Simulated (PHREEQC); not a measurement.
# Nickel, zinc or cadmium bath

A solution holds 0.036 mol/kgw CdCl2 and 0.0041 mol/kgw NaOH, at 25 °C. It is in equilibrium with CO2 at log p = 0 (atm). Otherwise closed; pH follows from the charge balance.

Model: ion-association model, phreeqc.dat, run in PHREEQC.

No solid was allowed to form.

Task: Predict the pH.

Result: pH 5.29.

Task: In which forms is Cl present?

Result: Cl- 63 %, CdCl+ 30 %, CdCl2 7.2 % of the Cl.

Examples of supersaturated solids here: Otavite. Others may be too.
